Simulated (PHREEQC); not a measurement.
PHREEQC input (ion-association model, wateq4f.dat):

```
SOLUTION_MASTER_SPECIES
  An  An-  0  An  62.0  # stands for a non-complexing anion
SOLUTION_SPECIES
  An- = An-
    -log_k 0
    -gamma 3.0 0
PHASES
  Fix_H+
    H+ = H+
    -log_k 0
SOLUTION 1
  temp 25
  units mmol/kgw
  pH 7 charge
  As(5) 0.18
  Na 300.36
  Cl 0.188
  Cu(2) 0.094
  An 300
END
SELECTED_OUTPUT 1
  -reset false
  -pH true
  -pe true
  -ionic_strength true
  -water true
  -totals As Cl Cu Na As(3) As(5) Cu(1) Cu(2)
  -molalities Hfo_wOH Hfo_wOH2+ Hfo_wO- Hfo_sOH Hfo_sOH2+ Hfo_sO- Hfo_wH2AsO4 Hfo_wHAsO4- Hfo_wOHAsO4-3 Hfo_sOCu+
    Hfo_wOCu+
  -saturation_indices Cu(OH)2 Atacamite Cu3(AsO4)2:6w Halite
USER_PUNCH 1
  -headings sigma psi
  10 PUNCH EDL("sigma", "Hfo"), EDL("psi", "Hfo")
PRINT
  -reset false
USE solution 1
SURFACE 1
  Hfo_wOH 0.0018427 600 0.82
  Hfo_sOH 4.60674e-05
EQUILIBRIUM_PHASES 1
  Fix_H+ -3 HAn 10
    -force_equality true
  O2(g) -0.68 10
END
# ... the last block is repeated for the other 16 points of pH, with NaOH or the acid as the point needs
```

Selected output (columns that matter, 17 of 17 rows; pH added in front):

```
pH	mu	As	Cu	Na	m_Hfo_wOH	m_Hfo_wOH2+	m_Hfo_wO-	m_Hfo_sOH	si_Cu(OH)2	si_Atacamite	si_Cu3(AsO4)2:6w	si_Halite	sigma	psi
3	0.30276	8.973e-09	9.3941e-05	0.30036	8.9896e-06	0.0016537	1.1195e-09	2.488e-07	-7.2147	-11.378	-20.696	-6.1378	0.32917	0.11981
3.5	0.30186	7.1216e-09	9.3426e-05	0.30036	2.6633e-05	0.001636	9.9325e-09	7.302e-07	-6.2167	-9.882	-18.828	-6.1375	0.31968	0.11841
4	0.30152	5.2466e-09	8.9045e-05	0.30036	7.307e-05	0.0015887	7.699e-08	1.8445e-06	-5.2374	-8.4234	-17.132	-6.1375	0.30163	0.11551
4.5	0.3013	3.6628e-09	6.8861e-05	0.30036	0.000177	0.0014792	4.8522e-07	2.8798e-06	-4.349	-7.1465	-15.774	-6.1374	0.27283	0.1105
5	0.30106	2.8932e-09	3.3728e-05	0.30036	0.00035232	0.0012826	2.2172e-06	2.4495e-06	-3.659	-6.2665	-14.917	-6.1373	0.23116	0.10227
5.5	0.30084	2.929e-09	7.6247e-06	0.30036	0.00056103	0.0010476	6.8829e-06	2.3894e-06	-3.3053	-6.059	-14.876	-6.1373	0.17929	0.089845
6	0.30068	3.8594e-09	1.0707e-06	0.30036	0.00074906	0.00084537	1.5205e-05	2.8861e-06	-3.1612	-6.2708	-15.297	-6.1372	0.12596	0.073204
6.5	0.30056	6.9028e-09	1.4128e-07	0.30036	0.00089355	0.00068869	2.6559e-05	3.3964e-06	-3.0653	-6.579	-15.747	-6.1372	0.079591	0.053424
7	0.30047	1.8093e-08	2.5624e-08	0.30036	0.0010003	0.00056805	4.0353e-05	3.7958e-06	-2.9808	-6.91	-16.153	-6.1372	0.042229	0.031693
7.5	0.30039	6.6081e-08	1.2964e-08	0.30036	0.0010821	0.0004695	5.7136e-05	4.1054e-06	-2.898	-7.2443	-16.532	-6.1372	0.011358	0.0090294
8	0.30032	2.7319e-07	1.3668e-08	0.30036	0.0011498	0.00037923	7.9869e-05	4.3624e-06	-2.8052	-7.5588	-16.926	-6.1371	-0.017091	-0.013503
8.5	0.30031	1.0211e-06	1.7661e-08	0.30043	0.0012063	0.00028736	0.00011601	4.5765e-06	-2.6848	-7.8179	-17.388	-6.137	-0.046829	-0.034722
9	0.30041	2.9747e-06	2.5993e-08	0.30061	0.0012369	0.00019462	0.0001801	4.6919e-06	-2.5156	-7.9795	-17.948	-6.1368	-0.080013	-0.053645
9.5	0.30055	6.7521e-06	4.428e-08	0.30085	0.0012083	0.00011417	0.00029295	4.5823e-06	-2.284	-8.0163	-18.557	-6.1365	-0.11767	-0.070122
10	0.30079	1.3509e-05	8.7837e-08	0.30118	0.0010909	5.7554e-05	0.00047371	4.1362e-06	-1.9867	-7.9217	-19.12	-6.1361	-0.16116	-0.084728
10.5	0.30129	2.6757e-05	2.0788e-07	0.30178	0.00088075	2.4329e-05	0.00073042	3.3394e-06	-1.6133	-7.6751	-19.569	-6.1353	-0.2107	-0.097683
11	0.30256	5.3758e-05	6.3584e-07	0.30312	0.00060408	7.9558e-06	0.0010508	2.2965e-06	-1.1304	-7.2094	-19.891	-6.1337	-0.26125	-0.10823
```

Complexes and solids missing from the database can't appear. The database has no arsenate complexes of Cu. The database's constant for dissolved Cu(OH)2 is higher than later reviews accept. The oxide is taken as insoluble; below pH 4 it would dissolve.
